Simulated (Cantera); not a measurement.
Cantera run, input and output.

```python
import numpy as np
import cantera as ct

gas = ct.Solution("gri30.yaml")
gas.TPX = 1648, 101325, {'CH4': 1, 'H2': 1.6}
reactor = ct.IdealGasConstPressureReactor(gas, energy="off", clone=False)
net = ct.ReactorNet([reactor])
net.rtol, net.atol = 1e-08, 1e-18
show = ['CH4', 'H2', 'CH3', 'C2H2', 'C2H4', 'H', 'CH2']
times = np.geomspace(6e-06, 4, 15)

steps = ct.SolutionArray(gas, extra=["t"])
rows = []
print(f"{'t/s':>10s}{'T/K':>9s}{'P/Pa':>11s}" + "".join(f"{s:>11s}" for s in show))
for t in times:
    while net.time < t:
        t_next = net.step()
        steps.append(gas.state, t=t_next)
    rows.append([np.interp(t, steps.t, y) for y in (steps.T, steps.P, *steps(*show).X.T)])
    print(f"{t:10.3e}{rows[-1][0]:9.1f}{rows[-1][1]:11.4g}" + "".join(f"{x:11.3e}" for x in rows[-1][2:]))
rate = np.gradient(steps.T, steps.t)
print("integrator steps:", len(steps.t))
if steps.T.max() > steps.T[0] + 200:
    print(f"time of steepest temperature rise: {steps.t[rate.argmax()]:.4e} s")
gas.TPX = 1648, 101325, {'CH4': 1, 'H2': 1.6}
gas.equilibrate("TP")
print(f"equilibrium (TP): T = {gas.T:.1f} K  " + "  ".join(f"{s} {gas[s].X[0]:.3e}" for s in show))
```

It prints:

```
       t/s      T/K       P/Pa        CH4         H2        CH3       C2H2       C2H4          H        CH2
 6.000e-06   1648.0  1.013e+05  3.846e-01  6.154e-01  3.608e-05  1.592e-12  7.034e-09  3.095e-06  1.457e-10
 1.564e-05   1648.0  1.013e+05  3.845e-01  6.154e-01  9.311e-05  1.099e-10  1.430e-07  7.597e-06  1.031e-09
 4.075e-05   1648.0  1.013e+05  3.843e-01  6.154e-01  2.240e-04  7.763e-09  2.535e-06  1.795e-05  6.027e-09
 1.062e-04   1648.0  1.013e+05  3.839e-01  6.156e-01  4.132e-04  4.635e-07  3.487e-05  3.299e-05  2.020e-08
 2.768e-04   1648.0  1.013e+05  3.826e-01  6.162e-01  5.448e-04  1.517e-05  2.905e-04  4.361e-05  3.462e-08
 7.213e-04   1648.0  1.013e+05  3.793e-01  6.181e-01  5.958e-04  2.456e-04  1.291e-03  4.824e-05  4.146e-08
 1.880e-03   1648.0  1.013e+05  3.704e-01  6.235e-01  5.867e-04  1.979e-03  3.012e-03  4.907e-05  4.119e-08
 4.899e-03   1648.0  1.013e+05  3.482e-01  6.376e-01  5.547e-04  9.102e-03  4.134e-03  5.045e-05  3.926e-08
 1.277e-02   1648.0  1.013e+05  3.005e-01  6.682e-01  4.856e-04  2.635e-02  4.215e-03  5.355e-05  3.499e-08
 3.327e-02   1648.0  1.013e+05  2.214e-01  7.187e-01  3.699e-04  5.474e-02  4.536e-03  5.941e-05  2.781e-08
 8.671e-02   1648.0  1.013e+05  1.318e-01  7.759e-01  2.339e-04  8.638e-02  5.547e-03  6.802e-05  1.908e-08
 2.260e-01   1648.0  1.013e+05  7.056e-02  8.150e-01  1.350e-04  1.076e-01  6.621e-03  7.687e-05  1.224e-08
 5.889e-01   1648.0  1.013e+05  5.207e-02  8.267e-01  1.033e-04  1.140e-01  7.007e-03  8.081e-05  9.894e-09
 1.535e+00   1648.0  1.013e+05  5.118e-02  8.273e-01  1.018e-04  1.143e-01  7.026e-03  8.103e-05  9.776e-09
 4.000e+00   1648.0  1.013e+05  5.118e-02  8.273e-01  1.018e-04  1.143e-01  7.026e-03  8.103e-05  9.776e-09
integrator steps: 869
equilibrium (TP): T = 1648.0 K  CH4 5.118e-02  H2 8.273e-01  CH3 1.018e-04  C2H2 1.143e-01  C2H4 7.026e-03  H 8.103e-05  CH2 9.776e-09
```

Computed with Cantera and GRI-Mech 3.0 (53 species, 325 reactions). GRI-Mech 3.0 stops at C3 and has no aromatics, soot or wall deposition, so with more carbon than oxygen in the feed, carbon stays in small species such as C2H2 where larger ones or solid carbon would form.
